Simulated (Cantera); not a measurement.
Mixture: CH4 : O2 : N2 = 1 : 0.952 : 6.29 (molar parts), equivalence ratio 2.1, at 1.01 bar, adiabatic and at constant volume. Ignition delay is the time to a rise of 400 K.

Cantera simulation using GRI-Mech 3.0 (53 species, 325 reactions); the numbers are that mechanism's predictions, not measurements.

Task: What does this change do: constant pressure in place of constant volume?

Result: 
```json
[
 {"quantity": "delay at 1098 K", "before": "0.511 s", "after": "0.541 s"},
 {"quantity": "delay at 1298 K", "before": "28.6 ms", "after": "31.1 ms"},
 {"quantity": "delay at 1498 K", "before": "2.49 ms", "after": "2.71 ms"},
 {"quantity": "delay at 1698 K", "before": "0.361 ms", "after": "0.394 ms"},
 {"quantity": "apparent activation energy between 1598 and 1798 K", "before": "200 kJ/mol", "after": "190 kJ/mol"}
]
```

Task: What does this change do: N2 6.29 to 8.3 parts?

Result: 
```csv
quantity,before,after
delay at 1098 K,0.511 s,0.683 s
delay at 1298 K,28.6 ms,38.7 ms
delay at 1498 K,2.49 ms,3.24 ms
delay at 1698 K,0.361 ms,0.450 ms
apparent activation energy between 1598 and 1798 K,200 kJ/mol,200 kJ/mol
```
